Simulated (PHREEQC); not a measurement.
Dissolve 0.0077 mol/kgw Na2SiO3 at 85 °C. Closed to the air; pH follows from the charge balance.

Computed with PHREEQC (ion-association model, wateq4f.dat).

This is a speciation only: nothing precipitates in the calculation.

**Question.** Predict the pH, ionic strength.

**Answer.** pH 10.35; ionic strength 0.0157 mol/kgw.

**Question.** In which forms is Si present?

**Answer.** H3SiO4- 91 %, H4SiO4 5.5 %, H2SiO4-2 3.2 % of the Si.

Species that the database lacks are ignored. Away from 25 °C the constants follow the database's enthalpies or fits; those with neither stay at their 25 °C values.
